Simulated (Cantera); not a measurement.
## Equilibrium for tantalum, niobium, vanadium and zirconium in process gases: Zr + H2O + N2

Feed: 1 mol Zr, 20 mol H2O, 0.37 mol N2, at 13.3 mbar.

Cantera equilibrium calculation (NASA polynomials, part measured and part estimated; ideal gas, pure solids and liquids). Candidate condensed phases: H2O, Zr, ZrN, ZrO2; 28 gas species. Rates play no part.

From 1002 °C to 1202 °C the condensed part is ZrO2(monoclinic). From 1302 °C to 2302 °C the condensed part is ZrO2(tetragonal).

```
T (°C)  log p H2O  log p H2  log p H  log p OH  log p O2  log p O  log p N2  n ZrO2(monoclinic)  n ZrO2(tetragonal)
------  ---------  --------  -------  --------  --------  -------  --------  ------------------  ------------------
1002        -1.93     -2.88    -7.57     -8.55    -12.61   -13.26     -3.62                1.00                   0
1102        -1.93     -2.88    -6.91     -7.70    -11.12   -11.76     -3.62                1.00                   0
1202        -1.93     -2.88    -6.33     -6.96     -9.83   -10.46     -3.62                1.00                   0
1302        -1.93     -2.88    -5.82     -6.31     -8.71    -9.32     -3.62                   0                1.00
1402        -1.93     -2.88    -5.38     -5.74     -7.71    -8.32     -3.62                   0                1.00
1502        -1.93     -2.88    -4.98     -5.23     -6.83    -7.44     -3.62                   0                1.00
1602        -1.93     -2.88    -4.63     -4.78     -6.05    -6.64     -3.62                   0                1.00
1702        -1.93     -2.88    -4.31     -4.38     -5.35    -5.93     -3.62                   0                1.00
1802        -1.94     -2.87    -4.01     -4.02     -4.73    -5.30     -3.62                   0                1.00
1902        -1.95     -2.85    -3.73     -3.71     -4.23    -4.75     -3.63                   0               1.000
2002        -1.97     -2.80    -3.47     -3.46     -3.85    -4.29     -3.64                   0               1.000
2102        -2.01     -2.73    -3.22     -3.25     -3.57    -3.91     -3.66                   0               1.000
2202        -2.08     -2.67    -2.98     -3.09     -3.38    -3.58     -3.69                   0               1.000
2302        -2.16     -2.62    -2.77     -2.96     -3.24    -3.30     -3.73                   0               0.998
```
log p: log10 of the partial pressure in bar; n: condensed amount in mol.
